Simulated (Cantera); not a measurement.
A closed system holds: 1 mol Fe2O3, 4.9 mol CH4, a varied amount of N2, at 2325 °C and 0.000170 bar.

Cantera equilibrium calculation (NASA polynomials, part measured and part estimated; ideal gas, pure solids and liquids). Candidate condensed phases: C, C6H6, C7H8, C8H18, Fe, Fe(CO)5, FeO, Fe(OH)2, Fe(OH)3, Fe2O3, Fe3O4, H2O; 140 gas species. The numbers say what is thermodynamically allowed, not how fast it happens.

Question: Which condensed phases are stable at each of these points (n(N2) (mol)): 1.8, 2.4, 3.2, 4.3, 5.7, 7.5, 9.9, 13?

Answer: 
```csv
n(N2) (mol),condensed phases,Fe condensed (%)
1.8,C(graphite),0.0
2.4,C(graphite),0.0
3.2,C(graphite),0.0
4.3,C(graphite),0.0
5.7,C(graphite),0.0
7.5,gas only,0.0
9.9,gas only,0.0
13,gas only,0.0
```

From 1.8 mol N2 to 5.7 mol N2 the condensed part is C(graphite). From 7.5 mol N2 to 13 mol N2 nothing is condensed.
